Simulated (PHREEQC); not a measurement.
Consider water at 25 °C with 0.0081 mol H3PO4 and 0.0024 mol NaOH per kg of water. Closed to the air; pH follows from the charge balance.

The numbers come from PHREEQC with the ion-association model, phreeqc.dat.

Each row changes one thing in this solution. No solid was allowed to form.

```tsv
case	pH	ionic strength (mol/kgw)
as made	2.51	0.00571
H3PO4 left out	___	0.00240
NaOH from 0.0024 to 0.012 mol/kgw	7.01	___
temperature from 25 to 20 °C	___	___
H3PO4 from 0.0081 to 0.00162 mol/kgw	7.09	0.00317
diluted 2-fold with water	2.72	___
```

Q: Fill in the missing entries.

A: 
- H3PO4 left out, pH: 11.35
- NaOH from 0.0024 to 0.012 mol/kgw, ionic strength (mol/kgw): 0.0158
- temperature from 25 to 20 °C, pH: 2.50
- temperature from 25 to 20 °C, ionic strength (mol/kgw): 0.00578
- diluted 2-fold with water, ionic strength (mol/kgw): 0.00321
